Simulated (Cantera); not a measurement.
A Cantera script and what it prints.

```python
import numpy as np
import cantera as ct

gas_names = """
    CL CLO CL2 N NO NO2 NO3 N2 N2O O O2 O3 Si SiCL SiCL2 SiCL3 SiCL4 SiN SiO SiO2 Si2 Si2N Si3
""".split()
cond_names = """
    Si(cr) Si(L) SiO2(Lqz) SiO2(hqz) SiO2(L) Si2N2O(s) Si3N4(a)
""".split()


def load(file, names, dense=False):
    # The tables refer to 1 bar. Condensed volumes are neglected.
    table = {s.name: s for s in ct.Species.list_from_file(file)}
    out = []
    for n in names:
        d = dict(table[n].input_data)
        d["thermo"] = dict(d["thermo"], **{"reference-pressure": 1e5})
        if dense:
            d["equation-of-state"] = {"model": "constant-volume", "density": "1e6 g/cm^3"}
        out.append(ct.Species.from_dict(d))
    return out


gas = ct.Solution(thermo="ideal-gas", species=load("nasa_gas.yaml", gas_names))
cond = {s.name: ct.Solution(thermo="fixed-stoichiometry", species=[s], name=s.name)
        for s in load("nasa_condensed.yaml", cond_names, dense=True)}
atoms = {
    'SiCl4': {'Si': 1, 'CL': 4},
    'NO': {'N': 1, 'O': 1},
}
top_T = {'Si2N2O(s)': 2100, 'Si3N4(a)': 2400}  # K; cautious upper limits of use, not melting points


def equilibrate(T, P, feed):
    n = {}
    for name, mol in feed.items():
        for a, k in atoms[name].items():
            n[a] = n.get(a, 0.0) + k * mol
    gas.TPX = T, P, n
    mass = sum(n.values()) * gas.mean_molecular_weight
    gas.equilibrate("TP")
    valid = [c for c in cond.values() if c.min_temp <= T <= top_T.get(c.name, c.max_temp)]
    mix = ct.Mixture([(gas, mass / gas.mean_molecular_weight)] + [(c, 0.0) for c in valid])
    mix.T, mix.P = T, P
    mix.equilibrate("TP", solver="vcs", rtol=1e-11, max_steps=5000)
    return mix


results = []
feed = {'SiCl4': 1, 'NO': 1.9}  # mol
T = 1275  # K
P = 1000  # Pa
mix = equilibrate(T, P, feed)
results.append((T, P, feed, dict(zip(mix.species_names, mix.species_moles))))
x = sorted(zip(gas.X, gas.species_names), reverse=True)
print(f"T = {T:g} K  P = {P:g} Pa  gas = {mix.phase_moles(0):.4g} mol")
print("   x: " + "  ".join(f"{s} {v:.3e}" for v, s in x if v > 1e-05))
print("   condensed (mol): " + ("  ".join(f"{mix.phase(i).name} {mix.phase_moles(i):.4g}"
      for i in range(1, mix.n_phases) if mix.phase_moles(i) > 1e-12) or "none"))
```

Result:

```
T = 1275 K  P = 1000 Pa  gas = 3.015 mol
   x: CL2 5.922e-01  N2 3.151e-01  CL 7.606e-02  SiCL4 1.659e-02
   condensed (mol): SiO2(hqz) 0.95
```

These are equilibrium values from Cantera (NASA tables, ideal gas, pure condensed phases), not measurements of a reactor. The tables hold silica as quartz up to 1696 K and as liquid above; real silica turns to tridymite and cristobalite and melts near 1996 K.
